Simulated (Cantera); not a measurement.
A Cantera script and its output.

```python
import numpy as np
import cantera as ct

gas = ct.Solution("gri30.yaml", transport_model="multicomponent")
show = ['O', 'NH3', 'H']

rows = []
print(f"{'T/K':>7s}{'rho':>11s}{'cp':>10s}{'mu':>11s}{'lambda':>11s}{'Pr':>7s}" + "".join(f"{'D_' + s:>11s}" for s in show))
for T in [400, 500, 600, 700, 800, 900, 1000]:
    gas.TPX = T, 25, {'CH3OH': 0.23, 'NH3': 0.93, 'C3H8': 0.19, 'C2H4': 0.7}
    Pr = gas.cp_mass * gas.viscosity / gas.thermal_conductivity
    D = [gas.mix_diff_coeffs_mole[gas.species_index(s)] for s in show]
    rows.append([gas.density, gas.cp_mass, gas.viscosity, gas.thermal_conductivity, Pr, *D])
    print(f"{T:7g}{gas.density:11.4e}{gas.cp_mass:10.1f}{gas.viscosity:11.4e}"
          f"{gas.thermal_conductivity:11.4e}{Pr:7.3f}" + "".join(f"{d:11.4e}" for d in D))
print("SI units: kg/m3, J/kg/K, Pa s, W/m/K, m2/s")
```

Output:

```
    T/K        rho        cp         mu     lambda     Pr        D_O      D_NH3        D_H
    400 1.8783e-04    2000.9 1.3274e-05 3.6649e-02  0.725 1.8913e-01 1.0457e-01 6.8217e-01
    500 1.5027e-04    2297.7 1.6434e-05 5.1611e-02  0.732 2.8208e-01 1.6200e-01 1.0308e+00
    600 1.2522e-04    2572.0 1.9434e-05 6.7826e-02  0.737 3.8870e-01 2.2987e-01 1.4336e+00
    700 1.0733e-04    2809.6 2.2278e-05 8.4487e-02  0.741 5.0797e-01 3.0727e-01 1.8862e+00
    800 9.3916e-05    3009.8 2.4977e-05 1.0109e-01  0.744 6.3913e-01 3.9351e-01 2.3853e+00
    900 8.3481e-05    3185.4 2.7546e-05 1.1768e-01  0.746 7.8153e-01 4.8799e-01 2.9283e+00
   1000 7.5133e-05    3362.4 2.9997e-05 1.3500e-01  0.747 9.3468e-01 5.9023e-01 3.5128e+00
SI units: kg/m3, J/kg/K, Pa s, W/m/K, m2/s
```

Cantera simulation using GRI-Mech 3.0 (53 species, 325 reactions); the numbers are that mechanism's predictions, not measurements. Polar gases are described roughly by these parameters.
